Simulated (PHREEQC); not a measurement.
Synthetic water in mmol/kgw, 25 °C, pH 6.47, pe 13:

```csv
constituent,mmol/kgw
Na,0.00191
K,0.000191
Ca,0.00645
Mg,0.0437
Cl,0.00367
S(6),0.0304
Alkalinity (meq/kgw),0.0397
Si,3.84e-05
Cd,0.00122
Ba,0.000176
N(5),0.00163
```

Valence states are taken as typed.

Computed with PHREEQC (ion-association model, wateq4f.dat).

```
quantity                before    after
---------------------  -------  -------
MgSO4 (mol/kgw)        2.70e-7  1.01e-6
CaSO4 (mol/kgw)        3.40e-8  1.27e-7
MgHCO3+ (mol/kgw)      1.91e-8  7.37e-8
CdSO4 (mol/kgw)        9.25e-9  3.46e-8
SI of Otavite (CdCO3)    -2.11    -1.53
SI of Quartz (SiO2)      -3.44    -3.13
```

Question: Which change was made?
A. pH from 6.47 to 5.5 at the same alkalinity
B. K from 0.000191 to 0.000382 mmol/kgw
C. all concentrations times 2 at the same typed pH

Answer: C, all concentrations times 2 at the same typed pH

No solid was allowed to form.
